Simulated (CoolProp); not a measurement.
Computed with CoolProp (reference Helmholtz-energy equation of state, Zhou 2011).

Task: For dimethyl carbonate, give the phase and the Z, cp (kJ/(kg K)), cv (kJ/(kg K)), speed of sound (m/s) at 416.2 K and 0.741 MPa; 448.5 K and 0.741 MPa; 491.5 K and 0.741 MPa.

Result: 
- 416.2 K and 0.741 MPa: liquid; Z 0.0216, cp 2.11, cv 1.55, speed of sound 750
- 448.5 K and 0.741 MPa: gas; Z 0.884, cp 1.66, cv 1.50, speed of sound 188
- 491.5 K and 0.741 MPa: gas; Z 0.917, cp 1.72, cv 1.58, speed of sound 203
